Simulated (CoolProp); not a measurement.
Toluene along the isobar 82.9 kPa: density (kg/m³) from the reference equation and from simpler models built on Tc = 318.6 °C, pc = 4126 kPa, ω = 0.266; each cubic takes its own stable root.

Model: reference Helmholtz-energy equation of state, Lemmon 2006, in CoolProp. It is a short technical equation, of lower accuracy than the large ones.

| T (°C) | phase | reference | van der Waals | Redlich-Kwong | Peng-Robinson |
|---|---|---|---|---|---|
| -27.05 | liquid | 910.4 | 529.3 | 788.6 | 897.6 |
| -13.05 | liquid | 897.5 | 523.2 | 779.0 | 889.0 |
| 0.85 | liquid | 884.6 | 516.9 | 769.0 | 880.0 |
| 14.85 | liquid | 871.7 | 3.294 | 758.4 | 870.5 |
| 28.85 | liquid | 858.6 | 3.131 | 747.4 | 860.4 |
| 42.75 | liquid | 845.6 | 2.985 | 736.1 | 849.9 |
| 56.75 | liquid | 832.3 | 2.851 | 724.1 | 838.6 |
| 70.75 | liquid | 818.9 | 2.729 | 711.6 | 826.8 |
| 84.65 | liquid | 805.3 | 2.618 | 2.642 | 814.3 |
| 98.65 | liquid | 791.3 | 2.516 | 2.535 | 800.9 |
| 112.65 | gas | 2.461 | 2.421 | 2.437 | 2.446 |
| 126.55 | gas | 2.365 | 2.334 | 2.347 | 2.355 |
| 140.55 | gas | 2.278 | 2.252 | 2.263 | 2.270 |
| 154.55 | gas | 2.197 | 2.176 | 2.185 | 2.192 |
| 168.45 | gas | 2.123 | 2.106 | 2.114 | 2.119 |

At some of these states van der Waals, Redlich-Kwong gives the other phase, because its saturation line lies elsewhere.
